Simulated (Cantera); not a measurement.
A freely propagating, adiabatic, planar premixed flame of 7.62 % CH4, 1.29 % H2, 19.1 % O2, 72.0 % N2, equivalence ratio 0.83, unburnt at 425 K and 2.50 bar; mixture-averaged transport, grid criteria slope 0.08 and curve 0.16, no radiation.

Computed with Cantera and GRI-Mech 3.0 (53 species, 325 reactions). Burning velocities carry a grid error of a few per cent, more on coarse grids.

x: mole fraction of selected species; z is measured from the peak of heat release.

```csv
z (mm),T (K),u (m/s),x CH4,x H2,x O2,x CO2,x OH,x H
-0.644,425,0.426,0.0761,0.0128,0.191,5.84e-7,<1e-8,<1e-8
-0.429,429,0.430,0.0759,0.0127,0.191,1.12e-5,<1e-8,<1e-8
-0.322,442,0.443,0.0752,0.0125,0.190,6.48e-5,<1e-8,<1e-8
-0.215,519,0.520,0.0709,0.0121,0.185,0.000631,1.14e-7,<1e-8
-0.107,923,0.933,0.0487,0.0115,0.152,0.00683,1.30e-5,?
-0.0536,1318,1.34,0.0262,0.0112,0.114,0.0166,0.000165,?
0,1693,1.72,0.00541,0.00937,0.0715,0.0321,0.00182,?
0.0536,1851,1.88,0.000248,0.00598,0.0497,0.0475,0.00519,0.00225
0.107,1918,1.94,6.10e-6,0.00457,0.0430,0.0571,0.00633,0.00215
0.215,1995,2.00,<1e-8,0.00351,0.0386,0.0653,0.00622,?
0.429,2065,2.07,<1e-8,0.00218,0.0358,0.0701,0.00513,?
0.858,2111,2.11,<1e-8,0.00109,0.0342,0.0731,0.00374,?
1.72,2132,2.13,<1e-8,0.000573,0.0335,0.0746,0.00279,?
```

Q: Complete the blanks.

A: 
- -0.107, x H: 1.31e-5
- -0.0536, x H: 0.000194
- 0, x H: 0.00128
- 0.215, x H: 0.00142
- 0.429, x H: 0.000622
- 0.858, x H: 0.000207
- 1.72, x H: 7.75e-5
